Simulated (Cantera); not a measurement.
An isothermal, constant-pressure homogeneous reactor starts with H2 : O2 = 0.25 : 1 (molar parts), equivalence ratio 0.12, at 1273 K and 10.00 Torr.

Model: the H2/O2 subset of GRI-Mech 3.0, which has no nitrogen chemistry, integrated in Cantera. Radical loss at walls, strong at low pressure, is not modelled. The temperature is held fixed by assumption; the heat of reaction is taken as removed at once.

x: mole fraction; the columns are a selection and need not sum to one.

```tsv
t (s)	x H2	x O2	x H2O2	x H	x HO2	x OH	x O
3.00e-6	0.200	0.800	<1e-12	1.56e-9	1.62e-9	5.93e-11	6.10e-11
1.39e-5	0.200	0.800	1.55e-12	6.71e-9	7.51e-9	1.02e-9	1.15e-9
6.46e-5	0.200	0.800	3.32e-11	3.81e-8	3.49e-8	1.43e-8	1.97e-8
0.000300	0.200	0.800	7.14e-10	3.82e-6	1.70e-7	1.74e-6	2.60e-6
0.00139	0.0103	0.681	(withheld)	0.0643	7.10e-6	0.0128	0.0794
0.00646	0.00746	0.708	3.05e-7	0.0399	7.60e-6	0.0112	0.0591
0.0300	0.00201	0.761	3.20e-7	0.00475	6.66e-6	0.00597	0.0142
0.139	0.000105	0.777	(withheld)	5.45e-5	1.42e-6	0.00137	0.000722
0.646	7.08e-6	0.778	(withheld)	9.78e-7	1.53e-7	0.000360	4.94e-5
3.00	8.75e-7	0.778	(withheld)	4.31e-8	3.49e-8	0.000127	6.17e-6
```

**Question.** Complete the blanks.

**Answer.** 
- 0.00139, x H2O2: 2.76e-7
- 0.139, x H2O2: 1.03e-7
- 0.646, x H2O2: 2.15e-8
- 3.00, x H2O2: 4.71e-9
